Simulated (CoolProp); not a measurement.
Saturation properties of CH2F2 (R32).

The numbers come from the reference Helmholtz-energy equation of state, Tillner-Roth 1997 in CoolProp.

| T (°C) | p (MPa) | enthalpy of vaporisation (kJ/kg) | liquid cp (kJ/(kg K)) | surface tension (mN/m) | liquid conductivity (mW/(m K)) |
|---|---|---|---|---|---|
| -4.65 | 0.6987 | 322.4 | 1.722 | 11.8 | 158 |
| -0.65 | 0.7963 | 316.3 | 1.742 | 11.1 | 155 |
| 3.35 | 0.9040 | 310.0 | 1.764 | 10.4 | 152 |
| 7.35 | 1.022 | 303.4 | 1.788 | 9.71 | 149 |
| 11.35 | 1.152 | 296.6 | 1.815 | 9.03 | 145 |
| 15.25 | 1.290 | 289.6 | 1.845 | 8.38 | 142 |
| 19.25 | 1.444 | 282.2 | 1.879 | 7.72 | 139 |
| 23.25 | 1.612 | 274.4 | 1.918 | 7.07 | 136 |
| 27.25 | 1.794 | 266.3 | 1.963 | 6.43 | 132 |
| 31.25 | 1.991 | 257.7 | 2.014 | 5.81 | 129 |

It boils at -51.7 °C under 1 atm.

Thermal conductivity comes from a separate model (Huber 2003), an estimate that may be off by 10 % or more. Surface tension comes from a separate correlation (Mulero 2012).
